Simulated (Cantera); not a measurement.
Input: 1 mol SiC, 0.75 mol CO2, a varied amount of H2, at 2173 K and 13.3 mbar.

Cantera equilibrium calculation (NASA polynomials, part measured and part estimated; ideal gas, pure solids and liquids). Candidate condensed phases: C, C6H6, C7H8, C8H18, H2O, Si, SiC, SiO2; 123 gas species. Gases not in the tables: Si2H6 and higher silanes. Kinetics and transport are ignored.

Question: What share of the Si ends up in condensed phases as a function of n(H2) (mol), at 18, 41, 65, 88, 110, 140, 160, 180, 210, 230, 250?

Answer: 
```
n(H2) (mol)  Si condensed (%)      as
-----------  ----------------  ------
18                       51.4  SiC(s)
41                       42.0  SiC(s)
65                       34.3  SiC(s)
88                       27.9  SiC(s)
110                      22.1  SiC(s)
140                      14.2  SiC(s)
160                       8.8  SiC(s)
180                       3.3  SiC(s)
210                       0.0       -
230                       0.0       -
250                       0.0       -
```
